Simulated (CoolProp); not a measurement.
Vapour-liquid equilibrium of R22 (1) + R11 (2) at 932 kPa; x and y are mole fractions of (1).

Values from CoolProp's multi-fluid Helmholtz-energy mixture model, Kamei 1995 and Jacobsen 1992; pair parameters Bell 2016.

| x | bubble temperature (°C) | y at the bubble point | dew temperature at overall composition x (°C) | liquid density (mol/L) |
|---|---|---|---|---|
| 0.05 | 93.5 | 0.235 | 103.4 | 9.500 |
| 0.2 | 67.1 | 0.621 | 95.4 | 10.35 |
| 0.35 | 51.7 | 0.779 | 86.7 | 11.04 |
| 0.5 | 41.6 | 0.861 | 76.6 | 11.66 |
| 0.65 | 34.2 | 0.914 | 64.6 | 12.29 |
| 0.8 | 28.1 | 0.954 | 49.3 | 12.96 |
| 0.95 | 22.6 | 0.989 | 28.7 | 13.69 |

No azeotrope shows between x = 0.05 and 0.95.

The pair parameters rest on a limited set of measurements; away from them the model extrapolates.
